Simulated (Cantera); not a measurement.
Feed: 1 mol HCl, 0.097 mol O₂, 10 mol H₂, equilibrated at 1825 K and 430 Pa.

These are equilibrium values from Cantera (NASA tables, ideal gas, pure condensed phases), not measurements of a reactor. Candidate condensed phases: H₂O; 14 gas species. Equilibrium is a limit: real reactors are often held back by kinetics, nucleation or transport.

Base state: H₂ 0.886, HCl 0.0901, H₂O 0.0176, H 0.00632, Cl 0.000490 (mole fractions); condensed: gas only.

Task: What changes in the equilibrium state with this change: O₂ from 0.097 to 3.3 mol?

Result: 
| species | before | after |
|---|---|---|
| H₂O | 0.0176 | 0.598 |
| H₂ | 0.886 | 0.307 |
| HCl | 0.0901 | 0.0898 |
| H | 0.00632 | 0.00372 |
| OH | 8.76e-6 | 0.000507 |
| Cl | 0.000490 | 0.000830 |
